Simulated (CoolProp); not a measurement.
Vapour-liquid equilibrium of benzene (1) + n-nonane (2) at 30.3 kPa; x and y are mole fractions of (1).

Model: multi-fluid Helmholtz-energy mixture model, Thol 2012 and Lemmon 2006; pair parameters Bell 2016, in CoolProp.

```csv
x,bubble temperature (K),y at the bubble point,dew temperature at overall composition x (K),liquid density (mol/L)
0.05,369.2,0.422,382.1,5.255
0.2,346.3,0.799,377.5,5.870
0.35,336.3,0.889,372.1,6.495
0.5,330.6,0.929,365.7,7.205
0.65,326.5,0.953,357.6,8.049
0.8,323.0,0.974,346.2,9.085
0.95,319.7,0.993,327.0,10.39
```

No azeotrope shows between x = 0.05 and 0.95.

Pair parameters are fitted to limited data, so mixtures are less certain than the pure fluids.
